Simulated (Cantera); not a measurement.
An isothermal plug-flow reactor at 550 K and 3750 Torr (inlet), inlet velocity 0.69 m/s, active area per volume 2300 1/m; feed H2 : O2 : N2 : H2O = 0.0045 : 0.026 : 0.79 : 0.005 (molar parts), equivalence ratio 0.087.

Computed with Cantera and Deutschmann's 1995 Pt surface mechanism with GRI-Mech 3.0 gas chemistry. Catalytic surfaces can have several steady states; this one follows from the mechanism file's or the stated starting coverage. Mass transfer to the wall is taken as infinitely fast.

### Question
What does this change do: area per volume 2300 to 6800 1/m?

### Answer
```json
[
 {"quantity": "x(H2) at z = 0.0041 m", "before": "4.75e-5", "after": "1.60e-5"},
 {"quantity": "x(O2) at z = 0.0041 m", "before": "0.0289", "after": "0.0289"},
 {"quantity": "x(H2O) at z = 0.0041 m", "before": "0.0115", "after": "0.0115"},
 {"quantity": "θ(O*) at the exit", "before": "0.989", "after": "0.994"},
 {"quantity": "θ(OH*) at the exit", "before": "0.00857", "after": "0.00506"}
]
```

### Question
What does this change do: pressure from 3750 Torr to 2100 Torr?

### Answer
```
quantity                 before    after
----------------------  -------  -------
x(H2) at z = 0.0041 m   4.75e-5  4.75e-5
x(O2) at z = 0.0041 m    0.0289   0.0289
x(H2O) at z = 0.0041 m   0.0115   0.0115
θ(free Pt) at the exit  0.00257  0.00258
θ(O*) at the exit         0.989    0.991
θ(OH*) at the exit      0.00857  0.00643
```
